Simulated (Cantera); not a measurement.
Feed: 1 mol BN, 1.1 mol F2, 1.4 mol N2, 0.53 mol O2, equilibrated at 1248.15 K and 0.00825 Torr.

These are equilibrium values from Cantera (NASA tables, ideal gas, pure condensed phases), not measurements of a reactor. Candidate condensed phases: B, BN, B2O3; 31 gas species. Equilibrium is a limit: real reactors are often held back by kinetics, nucleation or transport.

Base state: N2 0.588, BF3 0.186, BOF 0.124, O2 0.102, NO 0.000168, BOF2 1.43e-5 (mole fractions); condensed: gas only.

Problem. What changes in the equilibrium state with this change: pressure from 0.00825 Torr to 105 Torr?

Solution. 
| species | before | after |
|---|---|---|
| N2 | 0.588 | 0.637 |
| BF3 | 0.186 | 0.214 |
| O2 | 0.102 | 0.111 |
| BOF | 0.124 | 0.00932 |
| B3O3F3 | 4.18e-7 | 0.0289 |
| BOF2 | 1.43e-5 | 4.57e-5 |
| NO | 0.000168 | 0.000182 |
| B2O3(l), mol | 0 | 0.0380 |
